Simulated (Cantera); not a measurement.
Input: 1 mol SiC, 0.32 mol CO2, 67 mol N2, 0.0033 mol H2O, held at 1900 K and 0.133 bar.

Cantera equilibrium calculation (NASA polynomials, part measured and part estimated; ideal gas, pure solids and liquids). Candidate condensed phases: C, C6H6, C7H8, C8H18, H2O, Si, SiC, SiO2, Si2N2O, Si3N4; 151 gas species. Kinetics and transport are ignored.

Base state: N2 0.990, CO 0.00713, SiO 0.00238, H2 3.75e-5, Si 2.38e-5, H 1.33e-5 (mole fractions); condensed: SiC(s).

What changes in the equilibrium state with this change: pressure from 0.133 bar to 1.00 bar?


```tsv
species	before	after
N2	0.990	0.992
CO	0.00713	0.00775
SiO	0.00238	0.000532
Si	2.38e-5	1.44e-6
H	1.33e-5	4.79e-6
HCN	8.78e-6	1.91e-5
H2	3.75e-5	3.65e-5
SiC(s), mol	0.837	0.795
Si2N2O(s), mol	0	0.0843
```
Mutual solubility and eutectic melting of coexisting phases are not modelled.
